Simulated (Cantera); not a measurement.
A closed system holds: 1 mol C3H6, 42 mol H2, 0.48 mol N2, 0.14 mol NH3, held at 1777 °C and 0.105 Torr.

These are equilibrium values from Cantera (NASA tables, ideal gas, pure condensed phases), not measurements of a reactor. Rates play no part.

```tsv
species	before	after
H2	0.814	0.988
N2	0.0101	0.0120
H	0.173	4.06e-5
C2H2 (acetylene)	0.000865	2.49e-7
HNC	0.000101	8.80e-8
HCN	0.00162	1.38e-5
C(graphite), mol	2.83	3.00
```
Gas species are given as mole fractions.

What was changed between the two runs?
A. pressure from 0.105 Torr to 0.533 Torr
B. pressure from 0.105 Torr to 7.50 Torr
C. temperature from 1777 °C to 977 °C
D. temperature from 1777 °C to 1627 °C

C, temperature from 1777 °C to 977 °C
